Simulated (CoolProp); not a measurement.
CH3F (R41) along the isobar 2.63 MPa: fugacity coefficient from the reference equation and from simpler models built on Tc = 44.1 °C, pc = 5.906 MPa, ω = 0.200; each cubic takes its own stable root.

Values from CoolProp's reference Helmholtz-energy equation of state, Lemmon 2006. It is a short technical equation, of lower accuracy than the large ones.

| T (°C) | phase | reference |
|---|---|---|
| -36.25 | liquid | 0.2303 |
| -21.85 | liquid | 0.3561 |
| -7.35 | liquid | 0.5181 |
| 7.15 | liquid | 0.7134 |
| 21.65 | gas | 0.7842 |
| 36.05 | gas | 0.8165 |
| 50.55 | gas | 0.8424 |
| 65.05 | gas | 0.8636 |
| 79.45 | gas | 0.8811 |
| 93.95 | gas | 0.8959 |
| 108.45 | gas | 0.9085 |
| 122.95 | gas | 0.9193 |
| 137.35 | gas | 0.9285 |
| 151.85 | gas | 0.9366 |

Task: How far does each simpler model (van der Waals, Redlich-Kwong, Peng-Robinson) lie from the reference over these 14 states: mean and median of the absolute difference, and the worst?

Result: 
- van der Waals: mean 22.8 %, median 3.3 %, worst +134.9 % at -36.25 °C and 2.63 MPa
- Redlich-Kwong: mean 7.7 %, median 1.8 %, worst +34.1 % at -36.25 °C and 2.63 MPa
- Peng-Robinson: mean 1.4 %, median 0.5 %, worst +4.1 % at -7.35 °C and 2.63 MPa

At some of these states van der Waals, Redlich-Kwong gives the other phase, because its saturation line lies elsewhere.
